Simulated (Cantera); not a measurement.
**Equilibrium for abatement and gas-phase synthesis: H2O + H2**

A closed system holds: 1 mol H2O, 0.11 mol H2, held at 67.0 bar.

These are equilibrium values from Cantera (NASA tables, ideal gas, pure condensed phases), not measurements of a reactor. Candidate condensed phases: H2O; 9 gas species. The ideal-gas law is rough above about 30 bar. Rates play no part.

From 1425 °C to 2725 °C nothing is condensed.

```
T (°C)  log p H2O  log p H2  log p OH  log p H  log p O2  log p O  log p HO2  log p H2O2
------  ---------  --------  --------  -------  --------  -------  ---------  ----------
1425         1.78      0.82     -3.76    -3.43     -7.49    -8.11      -9.89       -8.19
1525         1.78      0.82     -3.27    -3.04     -6.64    -7.24      -9.02       -7.58
1625         1.78      0.82     -2.82    -2.70     -5.87    -6.47      -8.24       -7.02
1725         1.78      0.82     -2.43    -2.38     -5.18    -5.77      -7.53       -6.53
1825         1.78      0.82     -2.07    -2.10     -4.55    -5.14      -6.90       -6.08
1925         1.78      0.82     -1.74    -1.84     -3.98    -4.56      -6.32       -5.67
2025         1.78      0.82     -1.44    -1.61     -3.46    -4.04      -5.79       -5.29
2125         1.78      0.82     -1.17    -1.39     -2.98    -3.56      -5.30       -4.95
2225         1.78      0.82     -0.92    -1.19     -2.55    -3.12      -4.86       -4.64
2325         1.78      0.83     -0.69    -1.01     -2.15    -2.71      -4.45       -4.35
2425         1.78      0.83     -0.48    -0.83     -1.78    -2.34      -4.08       -4.09
2525         1.77      0.83     -0.29    -0.67     -1.45    -1.99      -3.74       -3.85
2625         1.77      0.84     -0.11    -0.52     -1.15    -1.68      -3.43       -3.63
2725         1.76      0.86      0.05    -0.38     -0.89    -1.39      -3.15       -3.43
```
log p: log10 of the partial pressure in bar; nothing condenses.
